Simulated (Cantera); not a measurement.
**Stirred combustor or abatement burner**

A perfectly stirred reactor is fed with 4.38 % CH₄, 7.98 % O₂, 87.6 % N₂, equivalence ratio 1.1, at 1.01 bar; it is adiabatic with a 725 K inlet, and is followed from long to short residence time, starting on the burning branch (τ in s: 0.054, 0.03, 0.017, 0.0096, 0.0054, 0.003, 0.0017, 0.00096, 0.00054, 0.00031, 0.00017, 9.7e-05).

Detailed kinetics in Cantera: GRI-Mech 3.0 (53 species, 325 reactions).

| τ (s) | T (K) | x CH₄ | x O₂ | x H₂ | x CH₃ | x NO | x CH₂ |
|---|---|---|---|---|---|---|---|
| 0.054 | 1589 | 7.26e-5 | 0.000523 | 0.00677 | 2.09e-5 | 5.12e-5 | 6.05e-7 |
| 0.030 | 1584 | 8.66e-5 | 0.000732 | 0.00684 | 2.40e-5 | 5.40e-5 | 7.91e-7 |
| 0.017 | 1578 | 0.000112 | 0.00105 | 0.00692 | 2.93e-5 | 5.45e-5 | 1.04e-6 |
| 0.0096 | 1569 | 0.000155 | 0.00152 | 0.00703 | 3.76e-5 | 5.20e-5 | 1.37e-6 |
| 0.0054 | 1556 | 0.000233 | 0.00227 | 0.00718 | 5.13e-5 | 4.58e-5 | 1.85e-6 |
| 0.0030 | 725 | 0.0438 | 0.0798 | <1e-12 | <1e-12 | <1e-12 | <1e-12 |
| 0.0017 | 725 | 0.0438 | 0.0798 | <1e-12 | <1e-12 | <1e-12 | <1e-12 |
| 0.00096 | 725 | 0.0438 | 0.0798 | <1e-12 | <1e-12 | <1e-12 | <1e-12 |
| 0.00054 | 725 | 0.0438 | 0.0798 | <1e-12 | <1e-12 | <1e-12 | <1e-12 |
| 0.00031 | 725 | 0.0438 | 0.0798 | <1e-12 | <1e-12 | <1e-12 | <1e-12 |
| 0.00017 | 725 | 0.0438 | 0.0798 | <1e-12 | <1e-12 | <1e-12 | <1e-12 |
| 9.7e-5 | 725 | 0.0438 | 0.0798 | <1e-12 | <1e-12 | <1e-12 | <1e-12 |
x: mole fraction; the columns are a selection and need not sum to one.
